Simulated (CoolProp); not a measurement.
Computed with CoolProp (reference Helmholtz-energy equation of state, Gao 2020).

Problem. For ammonia, give the phase and the cp (kJ/(kg K)), expansivity (1/kK), conductivity (mW/(m K)) at 292.75 °C and 34.4 MPa.

Solution. 
- 292.75 °C and 34.4 MPa: supercritical; cp 4.69, expansivity 4.76, conductivity 118

Thermal conductivity comes from a separate model (Tufeu 1984).
